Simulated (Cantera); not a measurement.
A Cantera script and what it prints.

```python
import numpy as np
import cantera as ct

gas_names = """
    C CH CH2 CH3 CH2OH CH3O CH4 CH3OH CO CO2 COOH C2 C2H CHCO,ketyl C2H2,acetylene C2H2,vinylidene
    CH2CO,ketene C2H3,vinyl CH3CO,acetyl C2H4 C2H4O,ethylen CH3CHO,ethanal CH3COOH (HCOOH)2 C2H5 C2H6
    CH3OCH3 C2H5OH C2O C3 C3H3,propargyl C3H4,allene C3H4,propyne C3H4,cyclo- C3H5,allyl C3H6,propylene
    C3H6,cyclo- C3H6O C3H7,n-propyl C3H7,i-propyl C3H8 C3H8O,1propanol C3H8O,2propanol C3O2 C4 C4H2
    C4H4,1,3-cyclo- C4H6,butadiene C4H6,2-butyne C4H6,cyclo- C4H8,1-butene C4H8,cis2-buten
    C4H8,tr2-butene C4H8,isobutene C4H8,cyclo- (CH3COOH)2 C4H9,n-butyl C4H9,i-butyl C4H9,s-butyl
    C4H9,t-butyl C4H10,isobutane C4H10,n-butane C5 C5H6,1,3cyclo- C5H8,cyclo- C5H10,1-pentene
    C5H10,cyclo- C5H11,pentyl C5H11,t-pentyl C5H12,n-pentane C5H12,i-pentane CH3C(CH3)2CH3 C6H2
    C6H5,phenyl C6H5O,phenoxy C6H6 C6H5OH,phenol C6H10,cyclo- C6H12,1-hexene C6H12,cyclo- C6H13,n-hexyl
    C7H7,benzyl C7H8 C7H8O,cresol C7H14,1-heptene C7H15,n-heptyl C7H16,n-heptane C8H8,styrene
    C8H10,ethylbenz C8H16,1-octene C8H17,n-octyl C8H18,isooctane C8H18,n-octane C9H19,n-nonyl
    C10H8,naphthale C10H21,n-decyl C12H9,o-bipheny C12H10,bipheny Fe FeC5O5 FeO Fe(OH)2 H HCO HO2 H2
    HCHO,formaldehy HCOOH H2O H2O2 O OH O2 O3
""".split()
cond_names = """
    C(gr) C6H6(L) C7H8(L) C8H18(L),n-octa Fe(a) Fe(c) Fe(d) Fe(L) FeC5O5(L) FeO(s) FeO(L) Fe(OH)2(s)
    Fe(OH)3(s) Fe2O3(s) Fe3O4(s) H2O(s) H2O(L)
""".split()


def load(file, names, dense=False):
    # The tables refer to 1 bar. Condensed volumes are neglected.
    table = {s.name: s for s in ct.Species.list_from_file(file)}
    out = []
    for n in names:
        d = dict(table[n].input_data)
        d["thermo"] = dict(d["thermo"], **{"reference-pressure": 1e5})
        if dense:
            d["equation-of-state"] = {"model": "constant-volume", "density": "1e6 g/cm^3"}
        out.append(ct.Species.from_dict(d))
    return out


gas = ct.Solution(thermo="ideal-gas", species=load("nasa_gas.yaml", gas_names))
cond = {s.name: ct.Solution(thermo="fixed-stoichiometry", species=[s], name=s.name)
        for s in load("nasa_condensed.yaml", cond_names, dense=True)}
atoms = {
    'Fe3O4': {'Fe': 3, 'O': 4},
    'C': {'C': 1},
    'H2': {'H': 2},
}
top_T = {'C(gr)': 4500, 'Fe2O3(s)': 1830, 'Fe3O4(s)': 1870}  # K; cautious upper limits of use, not melting points


def equilibrate(T, P, feed):
    n = {}
    for name, mol in feed.items():
        for a, k in atoms[name].items():
            n[a] = n.get(a, 0.0) + k * mol
    gas.TPX = T, P, n
    mass = sum(n.values()) * gas.mean_molecular_weight
    gas.equilibrate("TP")
    valid = [c for c in cond.values() if c.min_temp <= T <= top_T.get(c.name, c.max_temp)]
    mix = ct.Mixture([(gas, mass / gas.mean_molecular_weight)] + [(c, 0.0) for c in valid])
    mix.T, mix.P = T, P
    mix.equilibrate("TP", solver="vcs", rtol=1e-11, max_steps=5000)
    return mix


results = []
feed = {'Fe3O4': 1, 'C': 6.1, 'H2': 5}  # mol
P = 9300  # Pa
for T in [1173, 1323, 1473, 1623, 1773, 1923, 2073]:
    mix = equilibrate(T, P, feed)
    results.append((T, P, feed, dict(zip(mix.species_names, mix.species_moles))))

top = {s: max(r[3][s] / sum(r[3][g] for g in gas_names) for r in results) for s in gas_names}
cols = sorted((s for s in top if top[s] > 1e-06), key=lambda s: -top[s])[:9]
seen = [c for c in cond_names if any(r[3].get(c, 0) > 1e-12 for r in results)]
print("log10 of partial pressures in bar; condensed amounts in mol")
print(f"{'T/K':>10s}" + "".join(f"{s[:9]:>10s}" for s in cols + seen))
for T, P, feed, n in results:
    ng = sum(n[g] for g in gas_names)
    print(f"{T:10.4g}" + "".join(f"{np.log10(max(n[s] / ng * P / 1e5, 1e-99)):10.3f}" for s in cols)
          + "".join(f"{n.get(c, 0):10.4g}" for c in seen))
```

Output:

```
log10 of partial pressures in bar; condensed amounts in mol
       T/K        H2        CO        Fe         H       H2O C2H2,acet       CH4       CO2       CH3     C(gr)     Fe(a)     Fe(c)     Fe(d)     Fe(L)
      1173    -1.287    -1.385   -10.707    -7.572    -4.122    -8.500    -4.286    -4.324    -9.295     2.107         3         0         0         0
      1323    -1.287    -1.384    -8.682    -6.443    -4.806    -7.370    -4.742    -5.171    -8.602       2.1         0         3         0         0
      1473    -1.287    -1.384    -7.078    -5.541    -5.350    -6.474    -5.106    -5.840    -8.055       2.1         0         3         0         0
      1623    -1.287    -1.384    -5.777    -4.804    -5.791    -5.745    -5.403    -6.380    -7.611     2.099         0         3         0         0
      1773    -1.287    -1.384    -4.704    -4.190    -6.157    -5.141    -5.649    -6.823    -7.244     2.098         0         0     2.998         0
      1923    -1.289    -1.385    -3.830    -3.670    -6.466    -4.635    -5.858    -7.195    -6.938     2.095         0         0         0     2.986
      2073    -1.295    -1.389    -3.095    -3.228    -6.737    -4.207    -6.043    -7.516    -6.684     2.088         0         0         0     2.921
```

Cantera equilibrium calculation (NASA polynomials, part measured and part estimated; ideal gas, pure solids and liquids). Iron dissolves carbon and melts from about 1420 K in contact with it, which pure phases cannot show. Condensed phases not in the tables: cementite and carbon dissolved in iron.
